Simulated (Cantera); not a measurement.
Feed: 1 mol BN, 16 mol HCl, at 1450 °C and 0.0130 bar.

These are equilibrium values from Cantera (NASA tables, ideal gas, pure condensed phases), not measurements of a reactor. Candidate condensed phases: B, BN, NH4Cl; 21 gas species. The tables' values for BCl2, BCl are old estimates; treat these amounts as uncertain. Gases not in the tables: BHCl2. Equilibrium is a limit: real reactors are often held back by kinetics, nucleation or transport.

Base state: HCl 0.811, H2 0.0916, BCl3 0.0576, N2 0.0311, Cl 0.00332, BCl2 0.00305, BCl 0.00154, H 0.000485 (mole fractions); condensed: gas only.

What changes in the equilibrium state with this change: temperature from 1450 °C to 1027 °C?


```tsv
species	before	after
HCl	0.811	0.908
H2	0.0916	0.0462
BCl3	0.0576	0.0308
N2	0.0311	0.0154
BCl	0.00154	1.19e-7
BCl2	0.00305	6.32e-6
H	0.000485	2.09e-6
Cl	0.00332	3.46e-5
BN(s), mol	0	0.507
```

What changes in the equilibrium state with this change: pressure from 0.0130 bar to 0.133 bar?


```csv
species,before,after
HCl,0.811,0.812
H2,0.0916,0.0934
BCl3,0.0576,0.0612
Cl,0.00332,0.00103
BCl2,0.00305,0.00102
N2,0.0311,0.0312
BCl,0.00154,0.000163
H,0.000485,0.000153
```

What changes in the equilibrium state with this change: BN replaced by Si3N4?


```
species   before    after
-------  -------  -------
HCl        0.811    0.538
H2        0.0916    0.180
SiCl2          0    0.149
BCl3      0.0576        0
SiCl3          0   0.0155
N2        0.0311    0.112
BCl2     0.00305        0
SiCl4          0  0.00303
BCl      0.00154        0
```
The tables' values for SiCl3, SiCl are old estimates; treat these amounts as uncertain. Further candidate phases: Si, Si3N4.
